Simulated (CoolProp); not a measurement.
Model: reference Helmholtz-energy equation of state, Setzmann 1991, in CoolProp.

Q: Give the vapour pressure (kPa), enthalpy of vaporisation (kJ/kg), vapour Z of saturated methane at 154.3, 170.6, 176.7 K.

A: 
```csv
T (K),p (kPa),enthalpy of vaporisation (kJ/kg),vapour Z
154.3,1260,396,0.794
170.6,2380,317,0.673
176.7,2940,275,0.612
```
